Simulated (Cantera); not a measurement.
Cantera run:

```python
import numpy as np
import cantera as ct

gas_names = """
    H H2 N NH NH2 NH3 N2 N2H2 N2H4 Zr ZrN
""".split()
cond_names = """
    Zr(a) Zr(b) Zr(L) ZrN(s) ZrN(L)
""".split()


# ... load() reads the species with a 1 bar reference pressure and builds the phases ...
atoms = {
    'Zr': {'Zr': 1},
    'N2': {'N': 2},
    'H2': {'H': 2},
}
top_T = {}  # K; cautious upper limits of use, not melting points


# ... equilibrate(T, P, feed) seeds the gas with the atoms and calls Mixture.equilibrate('TP', solver="vcs", rtol=1e-11, max_steps=5000) ...
results = []
feed = {'Zr': 1, 'N2': 6.1, 'H2': 250}  # mol
T = 2198.15  # K
P = 0.9  # Pa
mix = equilibrate(T, P, feed)
results.append((T, P, feed, dict(zip(mix.species_names, mix.species_moles))))
x = sorted(zip(gas.X, gas.species_names), reverse=True)
print(f"T = {T:g} K  P = {P:g} Pa  gas = {mix.phase_moles(0):.4g} mol")
print("   x: " + "  ".join(f"{s} {v:.3e}" for v, s in x if v > 1e-05))
print("   condensed (mol): " + ("  ".join(f"{mix.phase(i).name} {mix.phase_moles(i):.4g}"
      for i in range(1, mix.n_phases) if mix.phase_moles(i) > 1e-12) or "none"))
```

Output:

```
T = 2198.15 K  P = 0.9 Pa  gas = 428 mol
   x: H 7.986e-01  H2 1.848e-01  N2 1.425e-02  Zr 2.336e-03
   condensed (mol): none
```

Equilibrium computed with Cantera from the NASA thermochemical tables; the gas is ideal and each condensed phase is pure.
